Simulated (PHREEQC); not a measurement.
Solution (25 °C): 0.25 mol/kgw HI. It is in equilibrium with CO2 at log p = -2 (atm). Otherwise closed; pH follows from the charge balance.

All values are PHREEQC results (ion-association model, wateq4f.dat), not measurements.

```csv
quantity,before,after
pH,0.70,2.62
HCO3- (mol/kgw),1.04e-9,6.73e-8
```

What was changed between the two runs?
A) HI from 0.25 to 0.125 mol/kgw
B) 0.007 mol/kgw CsOH added
C) diluted 100-fold with water
D) diluted 10-fold with water
E) HI from 0.25 to 0.025 mol/kgw

C, diluted 100-fold with water

This is a speciation only: nothing precipitates in the calculation.
